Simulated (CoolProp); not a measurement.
The fluid at 298.15 K and 0.957 MPa expands adiabatically to 0.309 MPa with isentropic efficiency 1. The same conditions are run with several fluids, on thermodynamics alone (safety and materials aside).

Values from CoolProp's reference Helmholtz-energy equation of state of each fluid (R13: Platzer 1990; carbon monoxide: Lemmon 2006; R1132(E): Akasaka 2024; carbon dioxide: Span 1996; hydrogen chloride: Thol 2018). The equations of Platzer and Polt are older, rougher fits.

```json
[
 {"fluid": "R13", "work (kJ/kg)": "23.1", "final temperature (K)": "253.8", "final density (kg/m³)": "16.1"},
 {"fluid": "carbon monoxide", "work (kJ/kg)": "85.0", "final temperature (K)": "215.4", "final density (kg/m³)": "4.86"},
 {"fluid": "R1132(E)", "work (kJ/kg)": "36.3", "final temperature (K)": "248.5", "final density (kg/m³)": "10.3"},
 {"fluid": "carbon dioxide", "work (kJ/kg)": "53.4", "final temperature (K)": "227.3", "final density (kg/m³)": "7.49"},
 {"fluid": "hydrogen chloride", "work (kJ/kg)": "62.1", "final temperature (K)": "216.8", "final density (kg/m³)": "6.62"}
]
```
